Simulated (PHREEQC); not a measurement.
**Brine: speciation**

A solution holds 0.66 mol/kgw KCl, 0.023 mol/kgw H3BO3 and 0.15 mol/kgw NaCl, at 70 °C. Closed to the air; pH follows from the charge balance.

All values are PHREEQC results (ion-association model with the Davies equation for every ion, phreeqc.dat), not measurements.

No solid was allowed to form.

**Question.** Predict the pH, activity of water.

**Answer.** pH 5.24; activity of water 0.972.

Caution: at this ionic strength the ion-association model is outside its range; a Pitzer model would be the better tool where its parameters exist. Complexes and solids missing from the database can't appear. Constants without temperature data keep their 25 °C values here.
